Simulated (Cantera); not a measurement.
Charge: 1 mol TEOS, 2.3 mol O₂, held at 823 K.

Cantera equilibrium calculation (NASA polynomials, part measured and part estimated; ideal gas, pure solids and liquids). Candidate condensed phases: C, C₆H₆, C₇H₈, C₈H₁₈, H₂O, Si, SiC, SiO₂; 123 gas species. The feed counts by its element totals alone. The numbers say what is thermodynamically allowed, not how fast it happens.

At 0.190 bar, list the 5 most abundant gas species with their mole fractions, and the condensed phases.

H₂ 0.542, H₂O 0.161, CO₂ 0.127, CO 0.118, CH₄ 0.0521. Condensed: C(graphite) + SiO₂(α-quartz).
